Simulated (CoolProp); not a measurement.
Properties of R1224YDZ along the isobar 10.4 MPa (Tc = 428.7 K, pc = 3.334 MPa, ω = 0.325).

The numbers come from the reference Helmholtz-energy equation of state, Akasaka 2023 in CoolProp.

```tsv
T (K)	phase	density (kg/m³)	speed of sound (m/s)
360	liquid	1233	496.2
370.3	liquid	1204	[?]
380.6	liquid	1173	[?]
390.9	liquid	1141	[?]
401.2	liquid	1107	[?]
411.5	liquid	1073	354.5
421.7	liquid	1037	329.1
432	supercritical	[?]	304.6
442.3	supercritical	958.5	281.4
452.6	supercritical	[?]	259.6
462.9	supercritical	873.3	239.4
473.1	supercritical	828.7	221.3
```

Question: Some entries are withheld; supply them.

Answer: 
- 370.3, speed of sound (m/s): 466.4
- 380.6, speed of sound (m/s): 437.2
- 390.9, speed of sound (m/s): 408.7
- 401.2, speed of sound (m/s): 381.1
- 432, density (kg/m³): 998.4
- 452.6, density (kg/m³): 916.8
